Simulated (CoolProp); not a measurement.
Saturated liquid density (kg/m³) of sulfur dioxide: the reference equation beside estimates from Tc = 157.5 °C, pc = 78.87 bar, ω = 0.256.

Values from CoolProp's reference Helmholtz-energy equation of state, Gao 2016.

```json
[
 {"T (°C)": "1.45", "reference": "1431", "Soave-Redlich-Kwong": "1283", "Peng-Robinson": "1450"},
 {"T (°C)": "7.25", "reference": "1416", "Soave-Redlich-Kwong": "1270", "Peng-Robinson": "1435"},
 {"T (°C)": "12.95", "reference": "1400", "Soave-Redlich-Kwong": "1256", "Peng-Robinson": "1420"},
 {"T (°C)": "18.75", "reference": "1384", "Soave-Redlich-Kwong": "1241", "Peng-Robinson": "1404"},
 {"T (°C)": "24.45", "reference": "1368", "Soave-Redlich-Kwong": "1226", "Peng-Robinson": "1387"},
 {"T (°C)": "30.15", "reference": "1352", "Soave-Redlich-Kwong": "1210", "Peng-Robinson": "1370"},
 {"T (°C)": "35.95", "reference": "1335", "Soave-Redlich-Kwong": "1194", "Peng-Robinson": "1352"},
 {"T (°C)": "41.65", "reference": "1318", "Soave-Redlich-Kwong": "1177", "Peng-Robinson": "1334"}
]
```

Absolute difference from the reference over all 8 rows, mean and median: Soave-Redlich-Kwong 10.4 and 10.4 %, Peng-Robinson 1.3 and 1.3 %.
